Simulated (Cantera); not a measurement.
Cantera run, input and output.

```python
import numpy as np
import cantera as ct

gas = ct.Solution("h2o2.yaml")
gas.TPX = 1223, 1100, {'H2': 0.22, 'O2': 1}
reactor = ct.IdealGasConstPressureReactor(gas, energy="off", clone=False)
net = ct.ReactorNet([reactor])
net.rtol, net.atol = 1e-08, 1e-18
show = ['H2', 'O2', 'OH', 'H2O2', 'O', 'H']
times = np.geomspace(0.0004, 10, 10)

steps = ct.SolutionArray(gas, extra=["t"])
rows = []
print(f"{'t/s':>10s}{'T/K':>9s}{'P/Pa':>11s}" + "".join(f"{s:>11s}" for s in show))
for t in times:
    while net.time < t:
        t_next = net.step()
        steps.append(gas.state, t=t_next)
    rows.append([np.interp(t, steps.t, y) for y in (steps.T, steps.P, *steps(*show).X.T)])
    print(f"{t:10.3e}{rows[-1][0]:9.1f}{rows[-1][1]:11.4g}" + "".join(f"{x:11.3e}" for x in rows[-1][2:]))
rate = np.gradient(steps.T, steps.t)
print("integrator steps:", len(steps.t))
if steps.T.max() > steps.T[0] + 200:
    print(f"time of steepest temperature rise: {steps.t[rate.argmax()]:.4e} s")
gas.TPX = 1223, 1100, {'H2': 0.22, 'O2': 1}
gas.equilibrate("TP")
print(f"equilibrium (TP): T = {gas.T:.1f} K  " + "  ".join(f"{s} {gas[s].X[0]:.3e}" for s in show))
```

Output:

```
       t/s      T/K       P/Pa         H2         O2         OH       H2O2          O          H
 4.000e-04   1223.0       1100  1.803e-01  8.197e-01  4.407e-07  2.015e-10  7.027e-07  9.749e-07
 1.232e-03   1223.0       1100  1.343e-01  7.929e-01  7.319e-03  1.583e-07  1.347e-02  1.915e-02
 3.796e-03   1223.0       1100  7.321e-03  7.183e-01  9.627e-03  2.120e-07  6.872e-02  5.124e-02
 1.170e-02   1223.0       1100  5.448e-03  7.457e-01  8.443e-03  2.525e-07  4.712e-02  2.967e-02
 3.603e-02   1223.0       1100  1.979e-03  7.835e-01  5.177e-03  2.816e-07  1.574e-02  5.780e-03
 1.110e-01   1223.0       1100  2.535e-04  7.991e-01  1.860e-03  1.661e-07  1.971e-03  2.548e-04
 3.420e-01   1223.0       1100  2.715e-05  8.013e-01  6.127e-04  5.803e-08  2.124e-04  9.017e-06
 1.054e+00   1223.0       1100  4.171e-06  8.017e-01  2.419e-04  1.877e-08  3.301e-05  5.528e-07
 3.246e+00   1223.0       1100  8.767e-07  8.017e-01  1.114e-04  6.152e-09  7.001e-06  5.398e-08
 1.000e+01   1223.0       1100  2.255e-07  8.018e-01  5.665e-05  2.071e-09  1.811e-06  7.104e-09
integrator steps: 2063
equilibrium (TP): T = 1223.0 K  H2 4.316e-08  O2 8.018e-01  OH 2.480e-05  H2O2 5.458e-10  O 3.472e-07  H 5.996e-10
```

Cantera simulation using the H2/O2 subset of GRI-Mech 3.0, which has no nitrogen chemistry; the numbers are that mechanism's predictions, not measurements. Radical loss at walls, strong at low pressure, is not modelled. The temperature is held fixed by assumption; the heat of reaction is taken as removed at once.
